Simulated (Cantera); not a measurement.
Input (Python, Cantera) and output of one run.

```python
import numpy as np
import cantera as ct

gas_names = """
    N NO NO2 NO3 N2 N2O O O2 O3 Si SiN SiO SiO2 Si2 Si2N Si3
""".split()
cond_names = """
    Si(cr) Si(L) SiO2(Lqz) SiO2(hqz) SiO2(L) Si2N2O(s) Si3N4(a)
""".split()


# ... load() reads the species with a 1 bar reference pressure and builds the phases ...
atoms = {
    'Si3N4': {'Si': 3, 'N': 4},
    'N2O': {'N': 2, 'O': 1},
    'N2': {'N': 2},
}
top_T = {'Si2N2O(s)': 2100, 'Si3N4(a)': 2400}  # K; cautious upper limits of use, not melting points


# ... equilibrate(T, P, feed) seeds the gas with the atoms and calls Mixture.equilibrate('TP', solver="vcs", rtol=1e-11, max_steps=5000) ...
results = []
feed = {'Si3N4': 1, 'N2O': 0.038, 'N2': 73}  # mol
P = 3500  # Pa
for T in [1098, 1198, 1298, 1398, 1498, 1598, 1698, 1798, 1898]:
    mix = equilibrate(T, P, feed)
    results.append((T, P, feed, dict(zip(mix.species_names, mix.species_moles))))

top = {s: max(r[3][s] / sum(r[3][g] for g in gas_names) for r in results) for s in gas_names}
cols = sorted((s for s in top if top[s] > 0.001), key=lambda s: -top[s])[:7]
seen = [c for c in cond_names if any(r[3].get(c, 0) > 1e-12 for r in results)]
print("log10 of partial pressures in bar; condensed amounts in mol")
print(f"{'T/K':>10s}" + "".join(f"{s[:9]:>10s}" for s in cols + seen))
for T, P, feed, n in results:
    ng = sum(n[g] for g in gas_names)
    print(f"{T:10.4g}" + "".join(f"{np.log10(max(n[s] / ng * P / 1e5, 1e-99)):10.3f}" for s in cols)
          + "".join(f"{n.get(c, 0):10.4g}" for c in seen))
```

It prints:

```
log10 of partial pressures in bar; condensed amounts in mol
       T/K        N2     Si(L) Si2N2O(s)  Si3N4(a)
      1098    -1.456         0     0.038    0.9747
      1198    -1.456         0     0.038    0.9747
      1298    -1.456         0     0.038    0.9747
      1398    -1.456         0   0.03799    0.9747
      1498    -1.456         0   0.03781    0.9747
      1598    -1.456         0    0.0346    0.9758
      1698    -1.456         0         0    0.9873
      1798    -1.456         0         0    0.9863
      1898    -1.456     2.929         0         0
```

Method: chemical equilibrium by Gibbs-energy minimisation in Cantera with the NASA 1993 tables (ideal gas, pure condensed phases). Mutual solubility and eutectic melting of coexisting phases are not modelled. The tables' values for SiN are old estimates; treat these amounts as uncertain.
